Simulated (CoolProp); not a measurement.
R1233zd(E) along the isotherm 174.85 °C: density (kg/m³) from the reference equation and from simpler models built on Tc = 165.7 °C, pc = 3.583 MPa, ω = 0.304; each cubic takes its own stable root.

Model: reference Helmholtz-energy equation of state, Akasaka 2022, in CoolProp.

```csv
p (MPa),phase,reference
2.24,gas,103.7
4.48,supercritical,631.8
6.72,supercritical,799.0
8.96,supercritical,857.5
11.2,supercritical,895.8
13.4,supercritical,924.5
15.7,supercritical,949.0
17.9,supercritical,968.8
20.2,supercritical,987.0
22.4,supercritical,1002
24.6,supercritical,1016
26.9,supercritical,1030
29.1,supercritical,1042
31.3,supercritical,1053
33.6,supercritical,1063
35.8,supercritical,1073
```

**Question.** How far does each simpler model (van der Waals, Redlich-Kwong, Soave-Redlich-Kwong, Peng-Robinson) lie from the reference over these 16 states: mean and median of the absolute difference, and the worst?

**Answer.** 
- van der Waals: mean 26.2 %, median 27.6 %, worst -28.7 % at 174.85 °C and 6.72 MPa
- Redlich-Kwong: mean 8.4 %, median 7.5 %, worst -16.2 % at 174.85 °C and 4.48 MPa
- Soave-Redlich-Kwong: mean 9.2 %, median 7.9 %, worst -20.6 % at 174.85 °C and 4.48 MPa
- Peng-Robinson: mean 3.7 %, median 3.4 %, worst -13.8 % at 174.85 °C and 4.48 MPa
